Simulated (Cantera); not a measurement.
Input: 1 mol SiO2, 2.9 mol HBr, held at 0.740 bar.

These are equilibrium values from Cantera (NASA tables, ideal gas, pure condensed phases), not measurements of a reactor. Candidate condensed phases: Br2, H2O, Si, SiO2; 28 gas species. The tables hold silica as quartz up to 1696 K and as liquid above; real silica turns to tridymite and cristobalite and melts near 1996 K. Equilibrium is a limit: real reactors are often held back by kinetics, nucleation or transport.

x: gas mole fraction; n: condensed amount in mol.

| T (K) | x HBr | x Br | x H2 | x Br2 | x H2O | n SiO2(α-quartz) | n SiO2(β-quartz) |
|---|---|---|---|---|---|---|---|
| 600 | 1.000 | ___ | 9.22e-6 | 9.21e-6 | 1.28e-6 | 1.000 | 0 |
| 700 | 1.000 | ___ | 4.23e-5 | 4.21e-5 | 5.70e-6 | 1.000 | 0 |
| 800 | 1.000 | ___ | 0.000134 | 0.000132 | 1.74e-5 | 1.000 | 0 |
| 900 | 0.999 | ___ | 0.000334 | 0.000318 | 4.09e-5 | 0 | 1.000 |
| 1000 | 0.998 | ___ | 0.000713 | 0.000630 | 8.06e-5 | 0 | 1.000 |
| 1100 | 0.997 | ___ | 0.00138 | 0.00106 | 0.000140 | 0 | 1.000 |
| 1200 | 0.994 | ___ | 0.00250 | 0.00156 | 0.000220 | 0 | 1.000 |
| 1300 | 0.988 | ___ | 0.00436 | 0.00205 | 0.000322 | 0 | 1.000 |

**Question.** Fill in the missing entries.

**Answer.** 
- 600, x Br: 8.15e-9
- 700, x Br: 2.82e-7
- 800, x Br: 4.05e-6
- 900, x Br: 3.21e-5
- 1000, x Br: 0.000167
- 1100, x Br: 0.000635
- 1200, x Br: 0.00189
- 1300, x Br: 0.00463
